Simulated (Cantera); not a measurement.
## Stirred combustor or abatement burner

A perfectly stirred reactor is fed with 17.9 % CO, 2.14 % H2, 9.09 % O2, 70.9 % N2, at 4.80 bar; it is adiabatic with a 475 K inlet, and is followed from long to short residence time, starting on the burning branch (τ in s: 0.47, 0.21, 0.092, 0.041, 0.018, 0.008, 0.0035, 0.0016, 0.00069, 0.0003, 0.00013, 5.9e-05).

Computed with Cantera and GRI-Mech 3.0 (53 species, 325 reactions). The hydrogen kinetics of GRI-Mech 3.0 are dated; newer H2 mechanisms differ, most at raised pressure.

| τ (s) | T (K) | x CO | x H2 | x O2 | x N2O | x O | x OH |
|---|---|---|---|---|---|---|---|
| 0.47 | 1956 | 0.0204 | 0.000597 | 0.000366 | 9.46e-8 | 1.90e-5 | 0.000230 |
| 0.21 | 1951 | 0.0210 | 0.000616 | 0.000650 | 1.49e-7 | 3.54e-5 | 0.000312 |
| 0.092 | 1943 | 0.0220 | 0.000647 | 0.00113 | 2.26e-7 | 6.57e-5 | 0.000419 |
| 0.041 | 1932 | 0.0235 | 0.000695 | 0.00186 | 3.18e-7 | 0.000118 | 0.000549 |
| 0.018 | 1914 | 0.0256 | 0.000767 | 0.00295 | 4.20e-7 | 0.000208 | 0.000709 |
| 0.0080 | 1889 | 0.0286 | 0.000865 | 0.00443 | 5.17e-7 | 0.000357 | 0.000891 |
| 0.0035 | 1856 | 0.0326 | 0.000999 | 0.00642 | 6.00e-7 | 0.000604 | 0.00109 |
| 0.0016 | 1814 | 0.0375 | 0.00116 | 0.00882 | 6.58e-7 | 0.000966 | 0.00128 |
| 0.00069 | 1755 | 0.0441 | 0.00135 | 0.0121 | 7.01e-7 | 0.00154 | 0.00145 |
| 0.00030 | 1675 | 0.0532 | 0.00155 | 0.0166 | 7.38e-7 | 0.00231 | 0.00152 |
| 0.00013 | 1539 | 0.0703 | 0.00173 | 0.0252 | 8.06e-7 | 0.00290 | 0.00127 |
| 5.9e-5 | 475 | 0.179 | 0.0214 | 0.0909 | <1e-12 | <1e-12 | <1e-12 |
x: mole fraction; the columns are a selection and need not sum to one.
